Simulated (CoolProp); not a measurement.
Computed with CoolProp (reference Helmholtz-energy equation of state, Lemmon 2013).

Task: Give the vapour pressure (MPa), vapour density (kg/m³), surface tension (mN/m), liquid viscosity (µPa s) of saturated propylene at -5.95 °C.

Result: 
```
T (°C)  p (MPa)  vapour density (kg/m³)  surface tension (mN/m)  liquid viscosity (µPa s)
------  -------  ----------------------  ----------------------  ------------------------
-5.95     0.487                    10.3                    11.0                       127
```

Viscosity comes from a separate model (Huber 2003), an estimate that may be off by 10 % or more. Surface tension comes from a separate correlation (Mulero 2012).
